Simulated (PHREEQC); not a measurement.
Make-up at 25 °C: 0.088 mol H2SiF6 per kg of water. Closed to the air; pH follows from the charge balance.

Equilibrium calculation in PHREEQC: ion-association model, wateq4f.dat.

```
quantity                   before     after
------------------------  -------  --------
pH                           0.87      0.92
ionic strength (mol/kgw)    0.259     0.234
HF (mol/kgw)               0.0103    0.0594
F- (mol/kgw)              7.78e-5  0.000144
HF2- (mol/kgw)            3.25e-6   3.73e-5
```

Problem. What was changed between the two runs?
A) H2SiF6 replaced by NH4BF4 at the same molality
B) temperature from 25 to 90 °C
C) H2SiF6 replaced by AgF at the same molality
D) diluted 100-fold with water
E) H2SiF6 from 0.088 to 0.0088 mol/kgw

Solution. B, temperature from 25 to 90 °C

No solid was allowed to form. Some of these states are supersaturated (in Quartz (slow to form), Chalcedony (slow to form), SiO2(a), for instance). Away from 25 °C the constants follow the database's enthalpies or fits; those with neither stay at their 25 °C values. SiF6-2 is the database's only silicon fluoride.
